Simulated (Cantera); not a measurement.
# Reactions in the system H-Ni-S

Standard-state values (1 bar) from the NASA 1993 polynomials, evaluated with Cantera. Values are per mole of reaction as written; species without (g) are pure solids or liquids, kept so even where they would boil at 1 bar.

4 NiS → Ni + Ni3S4

```tsv
T (K)	ΔH° (kJ)	ΔS° (J/K)	ΔG° (kJ)	log10 K
350	50.5	4.9	48.8	-7.28
375	50.6	5.2	48.7	-6.78
400	50.8	5.5	48.5	-6.34
425	50.9	6.0	48.4	-5.95
450	51.1	6.4	48.2	-5.60
475	51.4	6.9	48.1	-5.29
500	51.7	7.5	47.9	-5.00
525	52.0	8.2	47.7	-4.75
550	52.4	8.9	47.5	-4.51
```

4 S + 3 Ni → Ni3S4

```csv
T (K),ΔH° (kJ),ΔS° (J/K),ΔG° (kJ),log10 K,condensed phases
350,-301.4,-32.2,-290.1,43.30,"S(s), Ni(s), Ni3S4(s)"
375,-303.2,-37.0,-289.3,40.29,"S(s), Ni(s), Ni3S4(s)"
400,-310.6,-56.2,-288.1,37.63,"S(l), Ni(s), Ni3S4(s)"
425,-311.9,-59.2,-286.7,35.23,"S(l), Ni(s), Ni3S4(s)"
450,-313.3,-62.6,-285.2,33.10,"S(l), Ni(s), Ni3S4(s)"
475,-314.9,-66.0,-283.6,31.18,"S(l), Ni(s), Ni3S4(s)"
500,-316.5,-69.2,-281.9,29.45,"S(l), Ni(s), Ni3S4(s)"
525,-318.0,-72.1,-280.1,27.87,"S(l), Ni(s), Ni3S4(s)"
550,-319.3,-74.6,-278.3,26.43,"S(l), Ni(s), Ni3S4(s)"
```

2 H2S(g) + Ni3S4 → 2 H2(g) + 3 NiS2

| T (K) | ΔH° (kJ) | ΔS° (J/K) | ΔG° (kJ) | log10 K |
|---|---|---|---|---|
| 350 | -50.3 | -115.3 | -9.9 | 1.48 |
| 375 | -49.5 | -113.2 | -7.0 | 0.98 |
| 400 | -48.8 | -111.5 | -4.2 | 0.55 |
| 425 | -48.2 | -109.9 | -1.5 | 0.18 |
| 450 | -47.6 | -108.7 | 1.3 | -0.15 |
| 475 | -47.2 | -107.7 | 4.0 | -0.44 |
| 500 | -46.8 | -106.8 | 6.6 | -0.69 |
| 525 | -46.4 | -106.2 | 9.3 | -0.93 |
| 550 | -46.2 | -105.7 | 12.0 | -1.14 |

Ni3S4 + 2 H2S(g) → 3 NiS2 + 4 H(g)

```tsv
T (K)	ΔH° (kJ)	ΔS° (J/K)	ΔG° (kJ)	log10 K
350	823.0	86.2	792.9	-118.33
375	824.4	90.0	790.7	-110.13
400	825.7	93.4	788.4	-102.95
425	826.9	96.4	786.0	-96.60
450	828.1	99.0	783.5	-90.95
475	829.2	101.4	781.0	-85.89
500	830.2	103.5	778.5	-81.33
525	831.2	105.4	775.9	-77.19
550	832.0	107.0	773.2	-73.43
```
